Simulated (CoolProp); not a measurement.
Fluoroethane (R161) at several states: Z from the reference equation and from simpler models built on Tc = 375.2 K, pc = 5.010 MPa, ω = 0.216; each cubic takes its own stable root.

Values from CoolProp's reference Helmholtz-energy equation of state, Wu 2012.

| T (K) | p (MPa) | phase | reference | Redlich-Kwong | Soave-Redlich-Kwong |
|---|---|---|---|---|---|
| 230 | 0.0279 | gas | 0.9902 | 0.9926 | 0.9920 |
| 156 | 0.109 | liquid | 0.004376 | 0.005127 | 0.005081 |
| 421.6 | 2.97 | gas | 0.8472 | 0.8445 | 0.8547 |
| 346.7 | 0.0109 | gas | 0.9990 | 0.9991 | 0.9990 |
